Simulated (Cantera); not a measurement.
## Gas activation for diamond growth

An isothermal, constant-pressure homogeneous reactor starts with 2.82 % CH₄, 97.2 % H₂, at 2148 K and 13300 Pa.

Detailed kinetics in Cantera: GRI-Mech 3.0 (53 species, 325 reactions). GRI-Mech 3.0 stops at C3 and has no aromatics, soot or wall deposition, so with more carbon than oxygen in the feed, carbon stays in small species such as C2H2 where larger ones or solid carbon would form.

```tsv
t (s)	x CH₄	x H₂	x C₂H₄	x CH₃	x C₂H₆	x CH₂
3.00e-6	0.0281	0.972	3.86e-10	3.33e-5	1.91e-10	1.28e-9
1.24e-5	0.0281	0.972	3.53e-8	0.000124	9.79e-9	2.87e-8
5.10e-5	0.0277	0.971	2.34e-6	0.000485	2.40e-7	5.47e-7
0.000211	0.0260	0.969	6.46e-5	0.00178	2.41e-6	7.37e-6
0.000868	0.0178	0.968	0.000109	0.00282	3.47e-6	2.46e-5
0.00358	0.00568	0.973	1.94e-5	0.00108	4.34e-7	1.32e-5
0.0148	0.00112	0.975	6.04e-6	0.000239	1.92e-8	3.64e-6
0.0609	0.000239	0.975	5.48e-6	5.33e-5	9.52e-10	8.63e-7
0.251	0.000104	0.975	5.47e-6	2.33e-5	2.14e-10	3.81e-7
1.04	0.000100	0.975	5.47e-6	2.24e-5	2.01e-10	3.67e-7
4.28	0.000100	0.975	5.47e-6	2.24e-5	2.01e-10	3.67e-7
17.6	0.000100	0.975	5.47e-6	2.24e-5	2.01e-10	3.67e-7
72.7	0.000100	0.975	5.47e-6	2.24e-5	2.01e-10	3.67e-7
300	0.000100	0.975	5.47e-6	2.24e-5	2.01e-10	3.67e-7
```
x: mole fraction; the columns are a selection and need not sum to one.

Equilibrium at this temperature and pressure: CH₄ 0.000100, H₂ 0.975, C₂H₄ 5.47e-6, CH₃ 2.25e-5, C₂H₆ 2.01e-10, CH₂ 3.68e-7 (gas phase only).
